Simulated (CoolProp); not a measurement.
A single-stage vapour-compression cycle with the fluid: evaporating at 198.15 K (dew point), condensing at 219.15 K (bubble point), superheat 8 K, subcooling 5 K, compressor efficiency 0.8, no pressure losses. The same conditions are run with several fluids, on thermodynamics alone (safety and materials aside).

The numbers come from the reference Helmholtz-energy equation of state of each fluid (CH2F2 (R32): Tillner-Roth 1997; carbonyl sulfide: Lemmon 2006; R125: Lemmon 2005; C2F6 (R116): Lemmon 2006; R22: Kamei 1995; nitrous oxide: Lemmon 2006) in CoolProp.

```tsv
fluid	cooling COP	pressure ratio	discharge temperature (K)	refrigerating effect (kJ/kg)	volumetric capacity (kJ/m³)
CH2F2 (R32)	6.75	3.43	…	387	312
carbonyl sulfide	6.83	3.11	278.4	311	299
R125	7.14	3.45	…	…	256
C2F6 (R116)	7.06	2.64	…	…	…
R22	6.93	…	267.4	241	181
nitrous oxide	6.75	2.59	270.1	337	1920
```

Task: What belongs in the gaps?

Result: 
- CH2F2 (R32), discharge temperature (K): 282.2
- R125, discharge temperature (K): 242.4
- R125, refrigerating effect (kJ/kg): 166
- C2F6 (R116), discharge temperature (K): 232.6
- C2F6 (R116), refrigerating effect (kJ/kg): 105
- C2F6 (R116), volumetric capacity (kJ/m³): 1060
- R22, pressure ratio: 3.55
